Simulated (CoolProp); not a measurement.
Properties of water along the isobar 101 kPa (Tc = 647.1 K, pc = 22060 kPa, ω = 0.344).

The numbers come from the reference Helmholtz-energy equation of state, Wagner 2002 in CoolProp.

```json
[
 {"T (K)": "514.9", "phase": "gas", "Z": "0.9963", "cv (kJ/(kg K))": "1.515"},
 {"T (K)": "534.4", "phase": "gas", "Z": "0.9968", "cv (kJ/(kg K))": "1.524"},
 {"T (K)": "553.9", "phase": "gas", "Z": "0.9972", "cv (kJ/(kg K))": "1.534"},
 {"T (K)": "573.4", "phase": "gas", "Z": "0.9976", "cv (kJ/(kg K))": "1.545"},
 {"T (K)": "592.9", "phase": "gas", "Z": "0.9979", "cv (kJ/(kg K))": "1.556"},
 {"T (K)": "612.4", "phase": "gas", "Z": "0.9981", "cv (kJ/(kg K))": "1.567"},
 {"T (K)": "631.9", "phase": "gas", "Z": "0.9983", "cv (kJ/(kg K))": "1.579"},
 {"T (K)": "651.4", "phase": "gas", "Z": "0.9985", "cv (kJ/(kg K))": "1.591"},
 {"T (K)": "670.9", "phase": "gas", "Z": "0.9987", "cv (kJ/(kg K))": "1.604"},
 {"T (K)": "690.3", "phase": "gas", "Z": "0.9988", "cv (kJ/(kg K))": "1.616"},
 {"T (K)": "709.8", "phase": "gas", "Z": "0.9989", "cv (kJ/(kg K))": "1.629"}
]
```
